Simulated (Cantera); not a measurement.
Charge: 1 mol SiO₂, 2800 mol H₂, 1 mol H₂O, at 1702 °C and 68.0 mbar.

Cantera equilibrium calculation (NASA polynomials, part measured and part estimated; ideal gas, pure solids and liquids). Candidate condensed phases: H₂O, Si, SiO₂; 18 gas species. The numbers say what is thermodynamically allowed, not how fast it happens.

Base state: H₂ 0.994, H 0.00523, H₂O 0.000712, SiO 0.000356 (mole fractions); condensed: gas only.

Problem. What changes in the equilibrium state with this change: temperature from 1702 °C to 1600 °C?

Solution. 
```json
[
 {"species": "H₂", "before": "0.994", "after": "0.996"},
 {"species": "H", "before": "0.00523", "after": "0.00247"},
 {"species": "H₂O", "before": "0.000712", "after": "0.000713"},
 {"species": "SiO", "before": "0.000356", "after": "0.000356"}
]
```

Problem. What changes in the equilibrium state with this change: temperature from 1702 °C to 1152 °C?

Solution. 
```csv
species,before,after
H₂,0.994,1.000
H₂O,0.000712,0.000364
H,0.00523,2.62e-5
SiO,0.000356,7.03e-6
"SiO₂(β-quartz), mol",0,0.980
```
The tables hold silica as quartz up to 1696 K and as liquid above; real silica turns to tridymite and cristobalite and melts near 1996 K.

Problem. What changes in the equilibrium state with this change: pressure from 68.0 mbar to 13.0 mbar?

Solution. 
```
species    before     after
-------  --------  --------
H₂          0.994     0.987
H         0.00523    0.0119
H₂O      0.000712  0.000709
SiO      0.000356  0.000355
```
